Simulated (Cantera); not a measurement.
An isothermal, constant-pressure homogeneous reactor starts with 14.7 % C2H6, 85.3 % N2, at 1575 K and 2300 Pa.

Cantera simulation using GRI-Mech 3.0 (53 species, 325 reactions); the numbers are that mechanism's predictions, not measurements. GRI-Mech 3.0 stops at C3 and has no aromatics, soot or wall deposition, so with more carbon than oxygen in the feed, carbon stays in small species such as C2H2 where larger ones or solid carbon would form. Radical loss at walls, strong at low pressure, is not modelled.

One state of this run: x C2H6 = 2.36e-5; x CH2 = 1.84e-7; x H = 7.69e-5; x CH4 = 0.0483; x CH3 = 0.000471. x: mole fraction; the columns are a selection and need not sum to one.

**Question.** Which value of t (s) does it belong to?
A) 0.390
B) 0.0283
C) 0.105
D) 20.0

**Answer.** B, 0.0283
